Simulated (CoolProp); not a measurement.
Vapour-liquid equilibrium of R152A (1) + R113 (2) at 22.95 °C; x and y are mole fractions of (1).

Computed with CoolProp (multi-fluid Helmholtz-energy mixture model, Outcalt 1996 and Marx 1992; pair parameters Bell 2016).

```
x     bubble pressure (MPa)  y at the bubble point  dew pressure at overall composition x (MPa)  liquid density (mol/L)
----  ---------------------  ---------------------  -------------------------------------------  ----------------------
0.05                0.09364                  0.569                                      0.04347                   8.536
0.2                  0.2230                  0.834                                      0.05147                   9.074
0.35                 0.3139                  0.893                                      0.06306                   9.676
0.5                  0.3777                  0.921                                      0.08129                   10.36
0.65                 0.4284                  0.940                                       0.1141                   11.15
0.8                  0.4784                  0.960                                       0.1901                   12.09
0.95                 0.5378                  0.988                                       0.4530                   13.25
```

No azeotrope shows between x = 0.05 and 0.95.

Pair parameters are fitted to limited data, so mixtures are less certain than the pure fluids. With so large a gap from Raoult's law the liquid may split in two, which this calculation doesn't test in full.
